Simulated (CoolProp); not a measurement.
Ethane along the isotherm -38.55 °C: density (kg/m³) from the reference equation and from simpler models built on Tc = 32.2 °C, pc = 4872 kPa, ω = 0.099; each cubic takes its own stable root.

Values from CoolProp's reference Helmholtz-energy equation of state, Bücker 2006.

| p (kPa) | phase | reference | Soave-Redlich-Kwong | Peng-Robinson |
|---|---|---|---|---|
| 4870 | liquid | 482.3 | 458.4 | 518.2 |
| 9740 | liquid | 490.7 | 470.8 | 530.8 |
| 14600 | liquid | 498.0 | 481.0 | 541.3 |
| 19500 | liquid | 504.6 | 489.7 | 550.3 |
| 24400 | liquid | 510.5 | 497.4 | 558.1 |
| 29200 | liquid | 515.8 | 504.0 | 565.0 |
| 34100 | liquid | 520.8 | 510.0 | 571.2 |
| 39000 | liquid | 525.5 | 515.5 | 576.9 |
| 43800 | liquid | 529.8 | 520.4 | 582.0 |
| 48700 | liquid | 534.0 | 525.0 | 586.8 |
